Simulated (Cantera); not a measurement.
Input: 1 mol CS2, 0.21 mol SO2, 0.041 mol O2, at 1.20 bar.

Method: chemical equilibrium by Gibbs-energy minimisation in Cantera with the NASA 1993 tables (ideal gas, pure condensed phases). Candidate condensed phases: C, S; 22 gas species. Gases not in the tables: S3 to S7. Equilibrium is a limit: real reactors are often held back by kinetics, nucleation or transport. All values below are at 1023 K.

Base state: CS2 0.375, S2 0.299, COS 0.201, CO 0.0996, CO2 0.0257, S2O 1.23e-5 (mole fractions); condensed: gas only.

### Question
What changes in the equilibrium state with this change: SO2 from 0.21 to 0.02 mol?

### Answer
```tsv
species	before	after
CS2	0.375	0.786
S2	0.299	0.104
COS	0.201	0.0592
CO2	0.0257	0.00106
CO	0.0996	0.0498
S2O	1.23e-5	3.54e-7
C(graphite), mol	0	0.0161
```
